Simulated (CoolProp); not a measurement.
A simple Rankine cycle with ethylbenzene: condensing at 321.15 K, boiler at 0.0591 MPa, turbine inlet 395.3 K, turbine efficiency 0.65, pump efficiency 0.7, no recuperator. Each further row changes one setting.

Computed with CoolProp (reference Helmholtz-energy equation of state, Zhou 2012).

```csv
case,thermal efficiency (%),net work (kJ/kg),heat in (kJ/kg),turbine exit temperature (K),volume ratio over the turbine
as stated,9.9,48.6,489,361.2,13.0
turbine inlet 415.3 K,9.8,51.4,522,381.4,13.0
condensing temperature 313.15 K,11.0,55.4,504,356.4,19.1
boiler pressure 0.0414 MPa,8.7,42.6,490,366.0,9.14
turbine efficiency 0.55,8.4,41.1,489,366.3,13.2
```
